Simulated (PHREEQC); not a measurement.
1 kg of water holding 0.27 mol NaOH, 0.066 mol NaCl and 0.16 mol Na2CO3 is evaporated at 5 °C; the solids stay in contact with the brine. The system is closed to CO2. The run lets Halite, Nahcolite, Natron, Trona precipitate or redissolve, and no other solid.

All values are PHREEQC results (Pitzer model, pitzer.dat), not measurements.

Predict ionic strength at water left (kg) = 0.5552, 0.375, 0.09502, 0.06418.


```csv
water left (kg),ionic strength
0.5552,1.47
0.375,2.18
0.09502,8.59
0.06418,12.7
```

Away from 25 °C the constants follow the database's enthalpies or fits; those with neither stay at their 25 °C values.
